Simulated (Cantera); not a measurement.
Feed: 1 mol Zr, 41 mol N₂, 160 mol H₂, equilibrated at 1225 °C and 3.40 mbar.

Cantera equilibrium calculation (NASA polynomials, part measured and part estimated; ideal gas, pure solids and liquids). Candidate condensed phases: Zr, ZrN; 11 gas species. ZrN: taken at fixed stoichiometry. Rates play no part.

Base state: H₂ 0.798, N₂ 0.202, H 0.000264 (mole fractions); condensed: ZrN(s).

Question: What changes in the equilibrium state with this change: temperature from 1225 °C to 1800 °C?

Answer: 
```
species        before   after
-----------  --------  ------
H₂              0.798   0.763
N₂              0.202   0.198
H            0.000264  0.0394
ZrN(s), mol      1.00   1.000
```
